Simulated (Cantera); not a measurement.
## Catalytic combustion on Pt

An isothermal plug-flow reactor at 973 K and 1430 Torr (inlet), inlet velocity 0.28 m/s, active area per volume 7500 1/m; feed CH4 : O2 : N2 : H2O = 0.0021 : 0.047 : 0.79 : 0.043 (molar parts).

Computed with Cantera and Deutschmann's 1995 Pt surface mechanism with GRI-Mech 3.0 gas chemistry. Catalytic surfaces can have several steady states; this one follows from the mechanism file's or the stated starting coverage. Mass transfer to the wall is taken as infinitely fast.

```json
[
 {"z (m)": "0.00023", "x CH4": "0.00178", "x O2": "0.0521", "x H2O": "0.0499", "x CO2": "0.000599", "x CO": "7.75e-7", "θ free Pt": "0.168", "θ O*": "0.826", "θ OH*": "0.00570"},
 {"z (m)": "0.00041", "x CH4": "0.00141", "x O2": "0.0514", "x H2O": "0.0507", "x CO2": "0.000963", "x CO": "6.17e-7", "θ free Pt": "0.169", "θ O*": "0.825", "θ OH*": "0.00575"},
 {"z (m)": "0.00073", "x CH4": "0.000936", "x O2": "0.0504", "x H2O": "0.0516", "x CO2": "0.00144", "x CO": "4.09e-7", "θ free Pt": "0.170", "θ O*": "0.825", "θ OH*": "0.00581"},
 {"z (m)": "0.0013", "x CH4": "0.000446", "x O2": "0.0494", "x H2O": "0.0526", "x CO2": "0.00193", "x CO": "1.96e-7", "θ free Pt": "0.170", "θ O*": "0.824", "θ OH*": "0.00588"},
 {"z (m)": "0.0023", "x CH4": "0.000120", "x O2": "0.0488", "x H2O": "0.0533", "x CO2": "0.00225", "x CO": "5.31e-8", "θ free Pt": "0.171", "θ O*": "0.823", "θ OH*": "0.00592"},
 {"z (m)": "0.0041", "x CH4": "1.13e-5", "x O2": "0.0486", "x H2O": "0.0535", "x CO2": "0.00236", "x CO": "5.33e-9", "θ free Pt": "0.171", "θ O*": "0.823", "θ OH*": "0.00593"},
 {"z (m)": "0.0073", "x CH4": "1.67e-7", "x O2": "0.0485", "x H2O": "0.0535", "x CO2": "0.00237", "x CO": "3.95e-10", "θ free Pt": "0.171", "θ O*": "0.823", "θ OH*": "0.00594"},
 {"z (m)": "0.013", "x CH4": "9.29e-11", "x O2": "0.0485", "x H2O": "0.0535", "x CO2": "0.00237", "x CO": "2.26e-10", "θ free Pt": "0.171", "θ O*": "0.823", "θ OH*": "0.00594"},
 {"z (m)": "0.023", "x CH4": "<1e-12", "x O2": "0.0485", "x H2O": "0.0535", "x CO2": "0.00237", "x CO": "1.41e-10", "θ free Pt": "0.171", "θ O*": "0.823", "θ OH*": "0.00594"}
]
```
x: gas mole fraction; θ: surface coverage.
